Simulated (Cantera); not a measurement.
Cantera run:

```python
import numpy as np
import cantera as ct

gas_names = [...]  # 113 gases of nasa_gas.yaml made of C, H, O, Ti
cond_names = """
    C(gr) C6H6(L) C7H8(L) C8H18(L),n-octa H2O(s) H2O(L) Ti(a) Ti(b) Ti(L) TiC(s) TiC(L) TiO(a) TiO(b)
    TiO(L) TiO2(ru) TiO2(L) Ti2O3(a) Ti2O3(b) Ti2O3(L) Ti3O5(a) Ti3O5(b) Ti3O5(L) Ti4O7(s) Ti4O7(L)
""".split()


# ... load() reads the species with a 1 bar reference pressure and builds the phases ...
atoms = {
    'Ti(OiPr)4': {'Ti': 1, 'C': 12, 'H': 28, 'O': 4},
    'CH4': {'C': 1, 'H': 4},
}
top_T = {'C(gr)': 4500}  # K; cautious upper limits of use, not melting points


# ... equilibrate(T, P, feed) seeds the gas with the atoms and calls Mixture.equilibrate('TP', solver="vcs", rtol=1e-11, max_steps=5000) ...
results = []
feed = {'Ti(OiPr)4': 1, 'CH4': 1.5}  # mol
P = 8300  # Pa
for T in [1148, 1198, 1248, 1298, 1348, 1398, 1448, 1498, 1548, 1598]:
    mix = equilibrate(T, P, feed)
    results.append((T, P, feed, dict(zip(mix.species_names, mix.species_moles))))

top = {s: max(r[3][s] / sum(r[3][g] for g in gas_names) for r in results) for s in gas_names}
cols = sorted((s for s in top if top[s] > 0.0001), key=lambda s: -top[s])[:5]
seen = [c for c in cond_names if any(r[3].get(c, 0) > 1e-12 for r in results)]
print("log10 of partial pressures in bar; condensed amounts in mol")
print(f"{'T/K':>10s}" + "".join(f"{s[:9]:>10s}" for s in cols + seen))
for T, P, feed, n in results:
    ng = sum(n[g] for g in gas_names)
    print(f"{T:10.4g}" + "".join(f"{np.log10(max(n[s] / ng * P / 1e5, 1e-99)):10.3f}" for s in cols)
          + "".join(f"{n.get(c, 0):10.4g}" for c in seen))
```

It prints:

```
log10 of partial pressures in bar; condensed amounts in mol
       T/K        H2        CO       CH4       H2O         H     C(gr)    TiC(s)  Ti3O5(b)  Ti4O7(s)
      1148    -1.136    -2.014    -3.895    -4.468    -7.713     11.23         0         0      0.25
      1198    -1.135    -2.014    -4.066    -4.725    -7.289     11.23         0         0      0.25
      1248    -1.137    -1.999    -4.227    -4.950    -6.899     11.16         0    0.3333         0
      1298    -1.138    -1.991    -4.375    -5.161    -6.539     11.08   0.02951    0.3235         0
      1348    -1.173    -1.801    -4.580    -5.208    -6.222     8.495         1         0         0
      1398    -1.173    -1.801    -4.705    -5.396    -5.911     8.496         1         0         0
      1448    -1.173    -1.801    -4.822    -5.570    -5.622     8.497         1         0         0
      1498    -1.173    -1.801    -4.932    -5.733    -5.351     8.497         1         0         0
      1548    -1.173    -1.801    -5.034    -5.885    -5.098     8.497         1         0         0
      1598    -1.173    -1.801    -5.129    -6.027    -4.860     8.497         1         0         0
```

Method: chemical equilibrium by Gibbs-energy minimisation in Cantera with the NASA 1993 tables (ideal gas, pure condensed phases). The feed counts by its element totals alone. Mutual solubility and eutectic melting of coexisting phases are not modelled. TiC: taken at fixed stoichiometry. Condensed phases not in the tables: Magnéli phases beyond Ti4O7.
